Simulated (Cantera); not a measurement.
Feed: 1 mol Nb2O5, 1.9 mol H2, at 200 Pa.

Equilibrium computed with Cantera from the NASA thermochemical tables; the gas is ideal and each condensed phase is pure. Candidate condensed phases: H2O, Nb, NbO, NbO2, Nb2O5; 12 gas species. Mutual solubility and eutectic melting of coexisting phases are not modelled. Condensed phases not in the tables: the oxides between NbO2 and Nb2O5. Equilibrium is a limit: real reactors are often held back by kinetics, nucleation or transport.

x: gas mole fraction; n: condensed amount in mol.

| T (°C) | x H2 | x H2O | x H | x OH | x NbO2 | x O | n NbO2(s) | n Nb2O5(s) | n Nb2O5(l) |
|---|---|---|---|---|---|---|---|---|---|
| 552 | 0.999 | 0.00109 | 1.77e-10 | <1e-12 | <1e-12 | <1e-12 | 0.00412 | 0.998 | 0 |
| 652 | 0.997 | 0.00292 | 5.81e-9 | <1e-12 | <1e-12 | <1e-12 | 0.0111 | 0.994 | 0 |
| 752 | 0.994 | 0.00650 | 9.71e-8 | 1.70e-12 | <1e-12 | <1e-12 | 0.0247 | 0.988 | 0 |
| 852 | 0.987 | 0.0130 | 9.87e-7 | 6.76e-11 | <1e-12 | <1e-12 | 0.0493 | 0.975 | 0 |
| 952 | 0.976 | 0.0243 | 6.88e-6 | 1.56e-9 | ___ | <1e-12 | 0.0925 | 0.954 | 0 |
| 1052 | 0.959 | 0.0414 | 3.58e-5 | 2.25e-8 | ___ | <1e-12 | 0.157 | 0.921 | 0 |
| 1152 | 0.935 | 0.0646 | 0.000148 | 2.23e-7 | ___ | 3.16e-11 | 0.246 | 0.877 | 0 |
| 1252 | 0.905 | 0.0942 | 0.000503 | 1.62e-6 | ___ | 7.74e-10 | 0.358 | 0.821 | 0 |
| 1352 | 0.869 | 0.129 | 0.00147 | 9.22e-6 | ___ | 1.28e-8 | 0.492 | 0.754 | 0 |
| 1452 | 0.827 | 0.169 | 0.00378 | 4.25e-5 | ___ | 1.54e-7 | 0.644 | 0.678 | 0 |
| 1552 | 0.805 | 0.186 | 0.00883 | 0.000143 | ___ | 1.21e-6 | 0.712 | 0 | 0.644 |

What belongs in the gaps?


- 952, x NbO2: 1.17e-12
- 1052, x NbO2: 7.85e-11
- 1152, x NbO2: 2.86e-9
- 1252, x NbO2: 6.43e-8
- 1352, x NbO2: 9.71e-7
- 1452, x NbO2: 1.06e-5
- 1552, x NbO2: 8.81e-5
